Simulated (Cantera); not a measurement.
Cantera with NASA thermochemical tables; ideal gases at 1 bar, condensed phases pure. Values are per mole of reaction as written; species without (g) are pure solids or liquids, kept so even where they would boil at 1 bar.

**Question.** Between 573 and 973 K, where is each reaction favourable under standard conditions?
- CO(g) + MgCO3 → Mg + 2 CO2(g)
- 2 MgCO3 → 2 CO2(g) + O2(g) + 2 Mg(g)

**Answer.** 
- CO(g) + MgCO3 → Mg + 2 CO2(g): ΔG° is 324 kJ at 573 K and 249 kJ at 973 K; it stays positive (K < 1). ΔH° is 433 kJ and ΔS° 188 J/K at 973 K.
- 2 MgCO3 → 2 CO2(g) + O2(g) + 2 Mg(g): ΔG° is 1275 kJ at 573 K and 970 kJ at 973 K; it stays positive (K < 1). ΔH° is 1697 kJ and ΔS° 748 J/K at 973 K.
